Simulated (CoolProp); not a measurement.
Saturated liquid density (kg/m³) of the fluoroketone C6F12O (FK-5-1-12): the reference equation beside estimates from Tc = 168.7 °C, pc = 1.869 MPa, ω = 0.471.

Model: reference Helmholtz-energy equation of state, McLinden 2015, in CoolProp.

| T (°C) | reference | van der Waals | Redlich-Kwong | Soave-Redlich-Kwong |
|---|---|---|---|---|
| -47.45 | 1806 | 1048 | 1555 | 1626 |
| -31.75 | 1763 | ___ | 1518 | ___ |
| -15.95 | 1720 | 1003 | 1480 | 1564 |
| -0.15 | 1676 | 978.9 | 1438 | ___ |
| 15.55 | 1630 | 953.5 | ___ | ___ |
| 31.35 | 1583 | 926.4 | 1346 | ___ |
| 47.15 | 1533 | ___ | 1294 | 1398 |
| 62.85 | 1481 | 866.4 | 1239 | 1344 |

**Question.** What belongs in the gaps?

**Answer.** 
- -31.75, van der Waals: 1026
- -31.75, Soave-Redlich-Kwong: 1596
- -0.15, Soave-Redlich-Kwong: 1528
- 15.55, Redlich-Kwong: 1394
- 15.55, Soave-Redlich-Kwong: 1489
- 31.35, Soave-Redlich-Kwong: 1446
- 47.15, van der Waals: 897.4

Absolute difference from the reference over all 8 rows, mean and median: van der Waals 41.6 and 41.5 %, Redlich-Kwong 14.7 and 14.3 %, Soave-Redlich-Kwong 9.1 and 9.0 %.
